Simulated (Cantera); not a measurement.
## Thermodynamics of aluminium and copper etching, feed Cu + F₂ + H₂

A closed system holds: 1 mol Cu, 2.9 mol F₂, 2.7 mol H₂, equilibrated at 133 Pa.

These are equilibrium values from Cantera (NASA tables, ideal gas, pure condensed phases), not measurements of a reactor. Candidate condensed phases: Cu, CuF₂; 15 gas species. The numbers say what is thermodynamically allowed, not how fast it happens.

From 548 K to 948 K the condensed part is Cu(s) + CuF₂(s). From 1048 K to 1248 K the condensed part is Cu(s).

```json
[
 {"T (K)": "548", "x HF": "1.000", "x CuF": "<1e-12", "x CuF₂": "<1e-12", "x Cu": "<1e-12", "x H₂F₂": "9.90e-7", "x F": "<1e-12", "n Cu(s)": "0.800", "n CuF₂(s)": "0.200"},
 {"T (K)": "648", "x HF": "1.00", "x CuF": "8.65e-10", "x CuF₂": "3.97e-10", "x Cu": "<1e-12", "x H₂F₂": "3.62e-7", "x F": "<1e-12", "n Cu(s)": "0.800", "n CuF₂(s)": "0.200"},
 {"T (K)": "748", "x HF": "1.000", "x CuF": "4.34e-7", "x CuF₂": "2.67e-7", "x Cu": "<1e-12", "x H₂F₂": "1.73e-7", "x F": "<1e-12", "n Cu(s)": "0.800", "n CuF₂(s)": "0.200"},
 {"T (K)": "848", "x HF": "1.000", "x CuF": "4.84e-5", "x CuF₂": "3.65e-5", "x Cu": "8.72e-12", "x H₂F₂": "9.87e-8", "x F": "3.03e-12", "n Cu(s)": "0.800", "n CuF₂(s)": "0.200"},
 {"T (K)": "948", "x HF": "0.996", "x CuF": "0.00194", "x CuF₂": "0.00169", "x Cu": "1.30e-9", "x H₂F₂": "6.31e-8", "x F": "5.35e-10", "n Cu(s)": "0.795", "n CuF₂(s)": "0.186"},
 {"T (K)": "1048", "x HF": "0.951", "x CuF": "0.0285", "x CuF₂": "0.0210", "x Cu": "7.34e-8", "x H₂F₂": "4.04e-8", "x F": "2.65e-8", "n Cu(s)": "0.719", "n CuF₂(s)": "0"},
 {"T (K)": "1148", "x HF": "0.938", "x CuF": "0.0547", "x CuF₂": "0.00740", "x Cu": "2.04e-6", "x H₂F₂": "2.96e-8", "x F": "1.41e-7", "n Cu(s)": "0.643", "n CuF₂(s)": "0"},
 {"T (K)": "1248", "x HF": "0.932", "x CuF": "0.0660", "x CuF₂": "0.00152", "x Cu": "3.30e-5", "x H₂F₂": "2.31e-8", "x F": "4.05e-7", "n Cu(s)": "0.609", "n CuF₂(s)": "0"}
]
```
x: gas mole fraction; n: condensed amount in mol.
